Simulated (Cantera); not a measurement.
Gas mixture: 53.1 % O2, 46.9 % N2O, at 0.165 Torr, frozen composition.

Cantera's kinetic-theory transport with the Lennard-Jones parameters of GRI-Mech 3.0, ideal gas; thermal conductivity in the multicomponent form.

D: mixture-averaged diffusion coefficient of that species in the mixture.

```tsv
T (K)	ρ (kg/m³)	cp (J/kg/K)	μ (µPa s)	λ (mW/m/K)	Pr	D (cm²/s) CH4	D (cm²/s) N2	D (cm²/s) O
400	0.000249	957.2	?	29.3	0.726	1520	1390	2200
500	0.000199	1010	?	36.8	0.728	2260	2050	3240
600	0.000166	1057	?	44.1	0.729	3110	2810	4420
700	0.000142	1096	?	51.1	0.730	4060	3650	5750
800	0.000124	1130	37.4	57.9	0.730	5100	4580	7200
900	0.000111	1158	40.6	64.4	0.730	6230	5580	8780
1000	9.96e-5	1180	43.7	70.7	0.730	7440	6660	10500
```

Task: Complete the blanks.

Result: 
- 400, μ (µPa s): 22.2
- 500, μ (µPa s): 26.5
- 600, μ (µPa s): 30.4
- 700, μ (µPa s): 34.0
